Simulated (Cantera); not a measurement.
A closed system holds: 1 mol CH₃SiH₃, 0.0048 mol C₃H₈, 17 mol H₂, held at 0.100 bar.

Equilibrium computed with Cantera from the NASA thermochemical tables; the gas is ideal and each condensed phase is pure. Candidate condensed phases: C, C₆H₆, C₇H₈, C₈H₁₈, Si, SiC; 87 gas species. The feed counts by its element totals alone. Kinetics and transport are ignored.

Q: Which condensed phases are stable at each of these points (T (K)): 1023, 1123, 1223, 1323, 1423, 1523, 1623, 1723, 1823, 1923?

A: 
| T (K) | condensed phases | Si condensed (%) |
|---|---|---|
| 1023 | SiC(s) | 100.0 |
| 1123 | SiC(s) | 100.0 |
| 1223 | SiC(s) | 100.0 |
| 1323 | C(graphite) + SiC(s) | 100.0 |
| 1423 | C(graphite) + SiC(s) | 100.0 |
| 1523 | C(graphite) + SiC(s) | 100.0 |
| 1623 | C(graphite) + SiC(s) | 100.0 |
| 1723 | C(graphite) + SiC(s) | 100.0 |
| 1823 | C(graphite) + SiC(s) | 100.0 |
| 1923 | SiC(s) | 100.0 |

From 1023 K to 1223 K the condensed part is SiC(s). From 1323 K to 1823 K the condensed part is C(graphite) + SiC(s). At 1923 K the condensed part is SiC(s).
